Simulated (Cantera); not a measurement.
A freely propagating, adiabatic, planar premixed flame of CH3OH : O2 : N2 = 1 : 1.9 : 7.14 (molar parts), equivalence ratio 0.79, unburnt at 373 K and 530000 Pa; mixture-averaged transport, grid criteria slope 0.08 and curve 0.16, no radiation.

Model: GRI-Mech 3.0 (53 species, 325 reactions), integrated in Cantera. GRI-Mech 3.0 was tuned for natural gas; its chemistry of methanol as a main component is partial and can be far from experiment. Burning velocities carry a grid error of a few per cent, more on coarse grids.

**Question.** How do the results move with these cheaper or finer settings: unity-Lewis-number transport; multicomponent transport; multicomponent+Soret transport; grid criteria slope 0.5, curve 1; grid criteria slope 0.25, curve 0.5; grid criteria slope 0.03, curve 0.06?

**Answer.** 
```
setting                               laminar burning velocity  thermal thickness  peak x(CO)  peak x(CH2CO)  grid points
------------------------------------  ------------------------  -----------------  ----------  -------------  -----------
as above                                             21.6 cm/s           0.138 mm      0.0358        4.36e-7          128
unity-Lewis-number transport                         22.6 cm/s           0.128 mm      0.0331        5.28e-7          123
multicomponent transport                             22.0 cm/s           0.139 mm      0.0362        4.48e-7          128
multicomponent+Soret transport                       21.6 cm/s           0.140 mm      0.0360        4.35e-7          130
grid criteria slope 0.5, curve 1                     24.5 cm/s           0.151 mm      0.0362        4.15e-7           31
grid criteria slope 0.25, curve 0.5                  22.4 cm/s           0.144 mm      0.0357        4.11e-7           52
grid criteria slope 0.03, curve 0.06                 21.2 cm/s           0.136 mm      0.0357        4.36e-7          337
```
The base run took very roughly 13 core-seconds.
Unity Lewis numbers drop preferential diffusion, which matters most where H2 and H carry the flame; Soret adds thermal diffusion.
